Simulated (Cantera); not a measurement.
Feed: 1 mol HgO, 9.5 mol H₂, 28 mol N₂, equilibrated at 377 °C and 1.00 bar.

Equilibrium computed with Cantera from the NASA thermochemical tables; the gas is ideal and each condensed phase is pure. Candidate condensed phases: H₂O, Hg, HgO; 25 gas species. The numbers say what is thermodynamically allowed, not how fast it happens.

Base state: N₂ 0.728, H₂ 0.219, H₂O 0.0260, Hg 0.0260, NH₃ 0.00163 (mole fractions); condensed: gas only.

What changes in the equilibrium state with this change: temperature from 377 °C to 1025 °C?


```json
[
 {"species": "N₂", "before": "0.728", "after": "0.727"},
 {"species": "H₂", "before": "0.219", "after": "0.221"},
 {"species": "Hg", "before": "0.0260", "after": "0.0260"},
 {"species": "NH₃", "before": "0.00163", "after": "1.11e-5"},
 {"species": "H₂O", "before": "0.0260", "after": "0.0260"}
]
```
